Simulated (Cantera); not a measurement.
A freely propagating, adiabatic, planar premixed flame of 2.56 % C₃H₈, 17.1 % O₂, 64.2 % N₂, 16.1 % CO₂, equivalence ratio 0.75, unburnt at 300 K and 0.150 bar; mixture-averaged transport, grid criteria slope 0.08 and curve 0.16, no radiation.

Detailed kinetics in Cantera: GRI-Mech 3.0 (53 species, 325 reactions). GRI-Mech 3.0 was tuned for natural gas; its chemistry of propane as a main component is partial and can be far from experiment. Burning velocities carry a grid error of a few per cent, more on coarse grids.

x: mole fraction of selected species; z is measured from the peak of heat release.

```tsv
z (mm)	T (K)	u (m/s)	x C₃H₈	x O₂	x CO₂	x NO	x O	x CH₂CO
-11.3	300	0.203	0.0256	0.171	0.161	<1e-8	<1e-8	<1e-8
-7.54	301	0.204	0.0256	0.170	0.161	<1e-8	<1e-8	2.76e-8
-5.65	307	0.209	0.0255	0.170	0.161	<1e-8	<1e-8	…
-3.77	354	0.241	0.0252	0.165	0.161	<1e-8	<1e-8	4.36e-6
-1.88	649	0.450	0.0194	0.137	0.162	9.74e-8	1.23e-7	7.56e-5
-0.942	…	0.669	…	…	0.168	…	…	…
0	1251	0.890	0.000451	0.0748	0.180	4.57e-7	0.000380	0.000395
0.942	1361	0.966	4.44e-7	0.0590	0.193	7.25e-7	0.00217	4.57e-5
1.88	1397	0.989	<1e-8	0.0536	0.202	9.54e-7	0.00288	1.02e-6
3.77	1445	1.02	<1e-8	0.0498	0.211	1.30e-6	0.00280	<1e-8
7.54	1501	1.05	<1e-8	0.0472	0.217	1.72e-6	0.00216	<1e-8
15.1	1555	1.09	<1e-8	0.0450	0.221	2.12e-6	0.00136	<1e-8
30.2	1597	1.11	<1e-8	0.0431	0.225	2.44e-6	0.000745	<1e-8
```

Task: Fill in the missing entries.

Result: 
- -5.65, x CH₂CO: 2.45e-7
- -0.942, T (K): 951
- -0.942, x C₃H₈: 0.00885
- -0.942, x O₂: 0.107
- -0.942, x NO: 2.50e-7
- -0.942, x O: 8.45e-6
- -0.942, x CH₂CO: 0.000249
